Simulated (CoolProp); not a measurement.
Hydrogen chloride along the isobar 30 MPa: fugacity coefficient from the reference equation and from simpler models built on Tc = 324.7 K, pc = 8.314 MPa, ω = 0.130; each cubic takes its own stable root.

Computed with CoolProp (reference Helmholtz-energy equation of state, Thol 2018).

| T (K) | phase | reference | van der Waals | Redlich-Kwong | Soave-Redlich-Kwong | Peng-Robinson |
|---|---|---|---|---|---|---|
| 244.4 | liquid | 0.05324 | 0.1417 | 0.06728 | 0.05907 | 0.05474 |
| 253.1 | liquid | 0.06744 | 0.1604 | 0.08436 | ? | 0.06959 |
| 261.9 | liquid | 0.08396 | 0.1803 | 0.1038 | 0.09408 | 0.08690 |
| 270.7 | liquid | 0.1026 | 0.2009 | 0.1254 | 0.1154 | 0.1065 |
| 279.4 | liquid | 0.1232 | 0.2219 | 0.1486 | 0.1388 | 0.1280 |
| 288.2 | liquid | 0.1459 | 0.2438 | 0.1738 | 0.1648 | 0.1519 |
| 297 | liquid | 0.1706 | 0.2660 | ? | 0.1928 | 0.1777 |
| 305.7 | liquid | 0.1966 | ? | 0.2281 | 0.2223 | ? |
| 314.5 | liquid | 0.2244 | 0.3113 | 0.2571 | 0.2537 | 0.2339 |
| 323.2 | liquid | 0.2532 | 0.3341 | 0.2865 | 0.2859 | 0.2638 |
| 332 | supercritical | 0.2833 | 0.3572 | 0.3167 | 0.3195 | 0.2948 |

Task: Complete the blanks.

Result: 
- 253.1, Soave-Redlich-Kwong: 0.07524
- 297, Redlich-Kwong: 0.2005
- 305.7, van der Waals: 0.2884
- 305.7, Peng-Robinson: 0.2049
